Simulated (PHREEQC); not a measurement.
Solution (20 °C): 3.9 mmol/kgw HCl and 13 mmol/kgw ZnSO4. Closed to the air; pH follows from the charge balance.

All values are PHREEQC results (ion-association model, wateq4f.dat), not measurements.

Task: The ionic strength comes out as 0.0372 mol/kgw. What activity coefficients do Zn(SO4)2-2, Zn+2, Cl-, SO4-2, HSO4- get?

Result: Zn(SO4)2-2 0.50, Zn+2 0.52, Cl- 0.83, SO4-2 0.50, HSO4- 0.84.

Precipitation was switched off in this run. Complexes and solids missing from the database can't appear.
